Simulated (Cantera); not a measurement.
A Cantera script and what it prints.

```python
import numpy as np
import cantera as ct

gas_names = [...]  # 113 gases of nasa_gas.yaml made of C, H, O, Ti
cond_names = """
    C(gr) C6H6(L) C7H8(L) C8H18(L),n-octa H2O(s) H2O(L) Ti(a) Ti(b) Ti(L) TiC(s) TiC(L) TiO(a) TiO(b)
    TiO(L) TiO2(ru) TiO2(L) Ti2O3(a) Ti2O3(b) Ti2O3(L) Ti3O5(a) Ti3O5(b) Ti3O5(L) Ti4O7(s) Ti4O7(L)
""".split()


# ... load() reads the species with a 1 bar reference pressure and builds the phases ...
atoms = {
    'Ti(OiPr)4': {'Ti': 1, 'C': 12, 'H': 28, 'O': 4},
    'CH4': {'C': 1, 'H': 4},
    'H2': {'H': 2},
}
top_T = {'C(gr)': 4500}  # K; cautious upper limits of use, not melting points


# ... equilibrate(T, P, feed) seeds the gas with the atoms and calls Mixture.equilibrate('TP', solver="vcs", rtol=1e-11, max_steps=5000) ...
results = []
feed = {'Ti(OiPr)4': 1, 'CH4': 7.2, 'H2': 2.1}  # mol
T = 1148  # K
P = 100000  # Pa
mix = equilibrate(T, P, feed)
results.append((T, P, feed, dict(zip(mix.species_names, mix.species_moles))))
x = sorted(zip(gas.X, gas.species_names), reverse=True)
print(f"T = {T:g} K  P = {P:g} Pa  gas = {mix.phase_moles(0):.4g} mol")
print("   x: " + "  ".join(f"{s} {v:.3e}" for v, s in x if v > 0.0001))
print("   condensed (mol): " + ("  ".join(f"{mix.phase(i).name} {mix.phase_moles(i):.4g}"
      for i in range(1, mix.n_phases) if mix.phase_moles(i) > 1e-12) or "none"))
```

It prints:

```
T = 1148 K  P = 100000 Pa  gas = 31.78 mol
   x: H2 9.172e-01  CO 6.000e-02  CH4 2.001e-02  H2O 2.646e-03  CO2 1.465e-04
   condensed (mol): C(gr) 16.65  TiO2(ru) 1
```

Equilibrium computed with Cantera from the NASA thermochemical tables; the gas is ideal and each condensed phase is pure. The feed counts by its element totals alone.
